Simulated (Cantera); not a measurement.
A closed system holds: 1 mol CH3SiH3, 0.92 mol HCl, 1400 mol H2, equilibrated at 0.0210 bar.

These are equilibrium values from Cantera (NASA tables, ideal gas, pure condensed phases), not measurements of a reactor. Candidate condensed phases: C, C6H6, C7H8, C8H18, Si, SiC; 109 gas species. The feed counts by its element totals alone. Gases not in the tables: Si2H6 and higher silanes. Kinetics and transport are ignored.

Q: Which condensed phases are stable at each of these points (T (K)): 1948, 2023, 2098, 2173, 2248, 2323, 2398?

A: 
```
T (K)  condensed phases  Si condensed (%)
-----  ----------------  ----------------
1948             SiC(s)              77.1
2023             SiC(s)              41.3
2098           gas only               0.0
2173           gas only               0.0
2248           gas only               0.0
2323           gas only               0.0
2398           gas only               0.0
```

From 1948 K to 2023 K the condensed part is SiC(s). From 2098 K to 2398 K nothing is condensed.
